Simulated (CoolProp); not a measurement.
Octamethyltrisiloxane (MDM) along the isobar 3.61 bar: fugacity coefficient from the reference equation and from simpler models built on Tc = 565.4 K, pc = 14.38 bar, ω = 0.528; each cubic takes its own stable root.

The numbers come from the reference Helmholtz-energy equation of state, Thol 2017 in CoolProp.

| T (K) | phase | reference | van der Waals | Redlich-Kwong |
|---|---|---|---|---|
| 451 | liquid | 0.4751 | 0.8729 | 0.8137 |
| 458.6 | liquid | 0.5534 | 0.8778 | 0.8473 |
| 466.2 | liquid | 0.6396 | 0.8824 | 0.8542 |
| 473.7 | liquid | 0.7324 | 0.8868 | 0.8606 |
| 488.9 | gas | 0.8540 | 0.8949 | 0.8725 |
| 496.5 | gas | 0.8625 | 0.8987 | 0.8779 |
| 504.1 | gas | 0.8704 | 0.9023 | 0.8830 |
| 511.6 | gas | 0.8776 | 0.9057 | 0.8878 |
| 519.2 | gas | 0.8844 | 0.9089 | 0.8924 |
| 526.8 | gas | 0.8907 | 0.9120 | 0.8968 |
| 534.4 | gas | 0.8966 | 0.9150 | 0.9009 |
| 542 | gas | 0.9021 | 0.9179 | 0.9048 |
| 549.5 | gas | 0.9072 | 0.9205 | 0.9085 |
| 557.1 | gas | 0.9120 | 0.9231 | 0.9120 |
| 564.7 | gas | 0.9166 | 0.9256 | 0.9154 |

At some of these states van der Waals, Redlich-Kwong gives the other phase, because its saturation line lies elsewhere.
